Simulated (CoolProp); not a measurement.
A closed Brayton cycle with carbon dioxide: compressor inlet 315.15 K and 9.3 MPa, high pressure 19.8 MPa, turbine inlet 920 K, compressor efficiency 0.89, turbine efficiency 0.85, recuperator effectiveness 0.95 (on enthalpy, no pinch check). Each further row changes one setting.

The numbers come from the reference Helmholtz-energy equation of state, Span 1996 in CoolProp.

```tsv
case	thermal efficiency (%)	net work (kJ/kg)	compressor to turbine work	compressor exit (K)	turbine exit (K)
as stated	___	86.1	0.20	351.1	827.4
turbine inlet 870 K	34.6	79.7	0.21	351.1	780.6
compressor inlet 325.15 K	36.2	___	0.29	381.0	827.4
high pressure 16.8 MPa	33.0	___	___	___	847.1
recuperator effectiveness 0.5	17.3	86.1	0.20	351.1	827.4
```

Problem. Complete the blanks.

Solution. 
- as stated, thermal efficiency (%): 36.0
- compressor inlet 325.15 K, net work (kJ/kg): 76.0
- high pressure 16.8 MPa, net work (kJ/kg): 69.3
- high pressure 16.8 MPa, compressor to turbine work: 0.19
- high pressure 16.8 MPa, compressor exit (K): 343.1
